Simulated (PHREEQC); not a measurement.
A PHREEQC input (ion-association model, phreeqc.dat):

```
SOLUTION 1
  temp 25
  units mg/dL
  pH 7.07
  pe 11.5
  Na 150
  K 29.1
  Ca 101
  Mg 7.16
  Cl 37.2
  S(6) 183 as SO4
  Alkalinity 493 as HCO3
  Si 0.207 as SiO2
END
USE solution 1
EQUILIBRIUM_PHASES 1
  Gypsum 0 0
  Quartz 0 0.5
  CO2(g) -3.4 10
END
```

It stops with these messages:

```
ERROR: Calculations terminating due to input errors.
```

The fault: a unit that the program doesn't know. The line should read `units mg/kgw` where the input has `units mg/dL`. With the mend the run ends at pH 8.96 and ionic strength 0.0154 mol/kgw.
